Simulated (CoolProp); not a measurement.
Aqueous potassium carbonate as a coolant, at 26 °C, 1 atm.

Values from CoolProp's Melinder's fits for secondary coolants.

```
mass %  freezing point (°C)  conductivity (W/(m K))  cp (kJ/(kg K))  Prandtl number  density (kg/m³)
------  -------------------  ----------------------  --------------  --------------  ---------------
1.3                    -0.4              (withheld)           4.101            6.03             1009
5.8                    -1.9                   0.603           3.878      (withheld)             1049
10.3                   -3.7                   0.598           3.694            6.94             1091
14.8                   -5.8                   0.594           3.519            7.61             1135
19.3                   -8.3                   0.589      (withheld)            8.41             1180
23.8                  -11.7                   0.585           3.175            9.44             1228
28.3                  -16.4                   0.581           3.021            10.8             1276
```

Fill in the missing entries.


- 1.3, conductivity (W/(m K)): 0.608
- 5.8, Prandtl number: 6.40
- 19.3, cp (kJ/(kg K)): 3.345
